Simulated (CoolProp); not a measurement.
Vapour-liquid equilibrium of cis-2-butene (1) + methanol (2) at 1100 kPa; x and y are mole fractions of (1).

Values from CoolProp's multi-fluid Helmholtz-energy mixture model, Lemmon 2005 and de Reuck 1993; pair parameters Bell 2016.

Problem. Give the bubble temperature and the first vapour's composition at x = 0.275, 0.65, 0.875. Is there an azeotrope?

Solution. x = 0.275: 363.1 K, y = 0.774; x = 0.65: 360.0 K, y = 0.802; x = 0.875: 358.9 K, y = 0.871. y crosses x between x = 0.8 and 0.875: the model has an azeotrope there.

Pair parameters are fitted to limited data, so mixtures are less certain than the pure fluids. With so large a gap from Raoult's law the liquid may split in two, which this calculation doesn't test in full.
